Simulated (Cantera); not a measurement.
Input: 1 mol Ti, 5.3 mol CO, 8.2 mol H2, at 1700 °C and 4.90 bar.

Equilibrium computed with Cantera from the NASA thermochemical tables; the gas is ideal and each condensed phase is pure. Candidate condensed phases: C, C6H6, C7H8, C8H18, H2O, Ti, TiC, TiO, TiO2, Ti2O3, Ti3O5, Ti4O7; 113 gas species. Mutual solubility and eutectic melting of coexisting phases are not modelled. TiC: taken at fixed stoichiometry. Equilibrium is a limit: real reactors are often held back by kinetics, nucleation or transport.

Question: What is the equilibrium state?

Answer: 
| Property | Result |
|---|---|
| x(H2) | 0.634 |
| x(CO) | 0.364 |
| x(H2O) | 0.000865 |
| x(H) | 0.000486 |
| x(CH4) | 0.000154 |
| x(CO2) | 0.000111 |
| x(C2H2 (acetylene)) | 1.19e-5 |
| x(CH3) | 2.34e-6 |
| n(TiC(s)) | 0.604 mol |
| n(Ti2O3(s)) | 0.198 mol |
| gas amount | 12.89 mol |
| log10 activity of Ti3O5(s) (absent) | -0.18 |
| log10 activity of C(graphite) (absent) | -0.77 |
| log10 activity of Ti4O7(l) (absent) | -0.81 |
